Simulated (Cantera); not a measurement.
Input: 1 mol Fe2O3, 0.24 mol SO2, 5.9 mol CO2, 0.39 mol SO3, equilibrated at 11.0 bar.

These are equilibrium values from Cantera (NASA tables, ideal gas, pure condensed phases), not measurements of a reactor. Candidate condensed phases: C, Fe, Fe(CO)5, FeO, FeS, FeSO4, FeS2, Fe2O3, Fe2(SO4)3, Fe3O4, S; 25 gas species. Mutual solubility and eutectic melting of coexisting phases are not modelled. Kinetics and transport are ignored.

log p: log10 of the partial pressure in bar; n: condensed amount in mol.

```csv
T (K),log p CO2,log p SO2,log p O2,log p SO3,log p CO,log p O,log p SO,n Fe2O3(s),n Fe3O4(s)
1473,0.99,0.00,-0.51,-1.62,-4.25,-5.81,-6.39,1.00,0
1498,0.98,0.00,-0.51,-1.67,___,___,___,1.00,0
1523,0.98,0.01,-0.51,-1.73,-3.92,-5.51,-6.04,1.00,0
1548,0.98,0.01,-0.51,-1.78,-3.77,-5.37,-5.87,1.00,0
1573,0.98,0.01,-0.51,-1.83,___,___,___,1.00,0
1598,0.98,0.01,-0.50,-1.88,-3.47,-5.10,-5.55,1.00,0
1623,0.98,0.01,-0.50,-1.92,-3.33,-4.97,-5.40,1.00,0
1648,0.98,0.01,-0.50,-1.97,-3.20,-4.85,-5.25,1.00,0
1673,0.98,0.01,-0.50,-2.01,-3.07,-4.73,-5.11,1.00,0
1698,0.98,0.01,-0.39,-2.00,-3.00,-4.55,-5.03,0.632,0.245
1723,0.97,0.00,-0.24,-1.98,-2.95,-4.37,-4.98,0,0.667
1748,0.97,0.00,-0.24,-2.02,-2.83,-4.26,-4.84,0,0.667
1773,0.97,0.00,-0.24,-2.06,-2.72,-4.15,-4.72,0,0.667
1798,0.97,0.00,-0.24,-2.10,-2.60,-4.04,-4.59,0,0.667
```

Problem. Fill in the missing entries.

Solution. 
- 1573, log p CO: -3.62
- 1573, log p O: -5.23
- 1573, log p SO: -5.71
- 1498, log p CO: -4.08
- 1498, log p O: -5.66
- 1498, log p SO: -6.21
